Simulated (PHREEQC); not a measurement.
0.038 g of hydrous ferric oxide (600 m²/g; 0.2 weak and 0.005 strong sites per Fe, Dzombak-Morel constants, diffuse double layer) in 1 kg of water with 0.01 mol/kgw of an inert sodium salt and 3.6e-06 mol/kgw ZnCl2, at 25 °C; the pH is set by adding NaOH or the inert anion's acid. Oxygen is held at 0.21 atm. The system is closed to CO2. No solid was allowed to form.

The numbers come from PHREEQC with the ion-association model, wateq4f.dat.

### Question
Predict Zn sorbed (%), surface charge σ (C/m²), surface potential ψ (mV) at pH = 5.33, 9.33.

### Answer
```
pH    Zn sorbed (%)  surface charge σ (C/m²)  surface potential ψ (mV)
----  -------------  -----------------------  ------------------------
5.33            0.9                    0.088                       139
9.33           99.8                   -0.018                       -62
```
